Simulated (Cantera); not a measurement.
A perfectly stirred reactor is fed with 0.373 % CH4, 98.3 % H2, 1.38 % CO2, at 11.3 Torr; it is held at 2475 K, and followed from long to short residence time.

Cantera simulation using GRI-Mech 3.0 (53 species, 325 reactions); the numbers are that mechanism's predictions, not measurements. Radical loss at walls, strong at low pressure, is not modelled.

Predict: x(CH4) at τ = 1.20 s; x(H2) at τ = 1.20 s; x(CO2) at τ = 1.20 s; x(CH4) at τ = 5.80 ms; x(H2) at τ = 5.80 ms; x(CO2) at τ = 5.80 ms; x(C2H6) at τ = 5.80 ms.


- x(CH4) at τ = 1.20 s: 8.38e-7
- x(H2) at τ = 1.20 s: 0.849
- x(CO2) at τ = 1.20 s: 2.95e-5
- x(CH4) at τ = 5.80 ms: 0.00214
- x(H2) at τ = 5.80 ms: 0.955
- x(CO2) at τ = 5.80 ms: 0.00202
- x(C2H6) at τ = 5.80 ms: 2.47e-8
